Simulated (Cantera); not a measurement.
A freely propagating, adiabatic, planar premixed flame of H2 : O2 : N2 : H2O = 1 : 0.227 : 0.855 : 0.047 (molar parts), unburnt at 650 K and 1000000 Pa; mixture-averaged transport, grid criteria slope 0.08 and curve 0.16, no radiation.

Detailed kinetics in Cantera: the H2/O2 subset of GRI-Mech 3.0, which has no nitrogen chemistry. The hydrogen kinetics of GRI-Mech 3.0 are dated; newer H2 mechanisms differ, most at raised pressure. Burning velocities carry a grid error of a few per cent, more on coarse grids.

x: mole fraction of selected species; z is measured from the peak of heat release.

| z (mm) | T (K) | u (m/s) | x H2 | x O2 | x H2O | x H2O2 | x H | x HO2 |
|---|---|---|---|---|---|---|---|---|
| -0.0756 | 650 | 8.74 | 0.470 | 0.107 | 0.0221 | <1e-8 | <1e-8 | <1e-8 |
| -0.0504 | 650 | 8.74 | 0.470 | 0.107 | 0.0221 | <1e-8 | <1e-8 | 2.47e-8 |
| -0.0378 | 650 | 8.74 | 0.470 | 0.107 | 0.0221 | <1e-8 | <1e-8 | 2.02e-7 |
| -0.0252 | 653 | 8.76 | 0.468 | 0.107 | 0.0222 | 1.83e-7 | 1.72e-8 | 8.25e-6 |
| -0.0126 | 734 | 9.64 | 0.454 | 0.107 | 0.0266 | 2.87e-5 | 0.000132 | 0.000840 |
| -0.00630 | 1019 | 13.0 | 0.417 | 0.0980 | 0.0557 | 8.79e-5 | 0.00327 | 0.00107 |
| 0 | (withheld) | 17.5 | (withheld) | (withheld) | (withheld) | (withheld) | (withheld) | (withheld) |
| 0.00630 | 1683 | 20.8 | 0.308 | 0.0359 | 0.185 | 5.48e-6 | 0.0298 | 0.000241 |
| 0.0126 | 1835 | 22.6 | 0.279 | 0.0150 | 0.226 | 2.79e-6 | 0.0369 | 9.59e-5 |
| 0.0252 | 1964 | 24.0 | 0.266 | 0.00255 | 0.251 | 1.04e-6 | 0.0357 | 1.54e-5 |
| 0.0504 | 2059 | 25.0 | 0.269 | 0.000229 | 0.257 | 3.73e-7 | 0.0265 | 1.53e-6 |
| 0.101 | 2132 | 25.8 | 0.274 | 4.37e-5 | 0.260 | 1.70e-7 | 0.0171 | 3.97e-7 |
| 0.202 | 2183 | 26.3 | 0.279 | (withheld) | 0.262 | (withheld) | (withheld) | (withheld) |

Task: Complete the blanks.

Result: 
- 0, T (K): 1405
- 0, x H2: 0.360
- 0, x O2: 0.0701
- 0, x H2O: 0.119
- 0, x H2O2: 3.40e-5
- 0, x H: 0.0154
- 0, x HO2: 0.000530
- 0.202, x O2: 1.51e-5
- 0.202, x H2O2: 7.33e-8
- 0.202, x H: 0.0100
- 0.202, x HO2: 1.37e-7
